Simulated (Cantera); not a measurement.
Input: 1 mol SiHCl3, 13 mol N2, 0.32 mol H2, at 0.280 bar.

These are equilibrium values from Cantera (NASA tables, ideal gas, pure condensed phases), not measurements of a reactor. Candidate condensed phases: NH4Cl, Si, Si3N4; 28 gas species. N2 is the only nitrogen source here; it is nearly inert below about 1500 K, so the nitride shown seldom forms there in practice. Kinetics and transport are ignored.

Question: Which condensed phases are stable at each of these points (T (K)): 725, 825, 925, 1025, 1125, 1225, 1325, 1425, 1525, 1625, 1725, 1825, 1925, 2025?

Answer: 
```
T (K)  condensed phases  Si condensed (%)
-----  ----------------  ----------------
725            Si3N4(s)              48.8
825            Si3N4(s)              51.2
925            Si3N4(s)              52.9
1025           Si3N4(s)              54.2
1125           Si3N4(s)              55.2
1225           Si3N4(s)              55.7
1325           Si3N4(s)              55.7
1425           Si3N4(s)              53.7
1525           Si3N4(s)              47.2
1625           Si3N4(s)              33.1
1725           Si3N4(s)              15.2
1825           gas only               0.0
1925           gas only               0.0
2025           gas only               0.0
```

From 725 K to 1725 K the condensed part is Si3N4(s). From 1825 K to 2025 K nothing is condensed.
